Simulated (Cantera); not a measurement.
# Premixed flame

A freely propagating, adiabatic, planar premixed flame of CH4 : C2H6 : O2 : N2 : H2O = 1 : 0.11 : 1.59 : 5.98 : 1.9 (molar parts), equivalence ratio 1.5, unburnt at 650 K and 5030 Torr; mixture-averaged transport, grid criteria slope 0.08 and curve 0.16, no radiation.

Computed with Cantera and GRI-Mech 3.0 (53 species, 325 reactions). Burning velocities carry a grid error of a few per cent, more on coarse grids.

| z (mm) | T (K) | u (m/s) | x CH4 | x C2H6 | x O2 | x CH3 | x H2O | x HCN |
|---|---|---|---|---|---|---|---|---|
| -0.872 | 651 | 0.185 | 0.0941 | 0.0104 | 0.150 | <1e-8 | 0.179 | <1e-8 |
| -0.581 | 659 | 0.188 | 0.0930 | 0.0103 | 0.148 | <1e-8 | 0.180 | <1e-8 |
| -0.436 | 684 | 0.197 | 0.0908 | 0.0102 | 0.146 | <1e-8 | 0.182 | <1e-8 |
| -0.291 | 777 | 0.226 | 0.0841 | 0.00962 | 0.137 | 3.50e-8 | 0.193 | 2.51e-8 |
| -0.145 | 1118 | 0.331 | 0.0610 | 0.00628 | 0.101 | 1.99e-5 | 0.233 | 1.51e-7 |
| -0.0727 | 1420 | 0.425 | 0.0396 | 0.00261 | 0.0643 | 0.000266 | 0.268 | 3.26e-7 |
| 0 | 1689 | 0.511 | 0.0205 | 0.000613 | 0.0301 | 0.000691 | 0.297 | 6.49e-7 |
| 0.0727 | 1833 | 0.556 | 0.0112 | 0.000133 | 0.0118 | 0.000670 | 0.310 | 1.13e-6 |
| 0.145 | 1891 | 0.574 | 0.00790 | 4.03e-5 | 0.00484 | 0.000466 | 0.313 | 1.51e-6 |
| 0.291 | 1924 | 0.583 | 0.00581 | 9.46e-6 | 0.00113 | 0.000246 | 0.312 | 1.79e-6 |
| 0.581 | 1930 | 0.585 | 0.00438 | 3.01e-6 | 0.000119 | 0.000139 | 0.307 | 1.92e-6 |
| 1.16 | 1926 | 0.585 | 0.00315 | 1.31e-6 | 2.63e-6 | 8.86e-5 | 0.301 | 1.93e-6 |
| 2.33 | 1919 | 0.585 | 0.00210 | 5.26e-7 | 5.57e-8 | 5.42e-5 | 0.297 | 1.79e-6 |
x: mole fraction of selected species; z is measured from the peak of heat release.

```
Quantity                      Value
------------------------  ---------
laminar burning velocity  18.4 cm/s
thermal thickness          0.291 mm
peak x(CH3)                0.000740
peak x(HCN)                 1.94e-6
grid points                     124
```
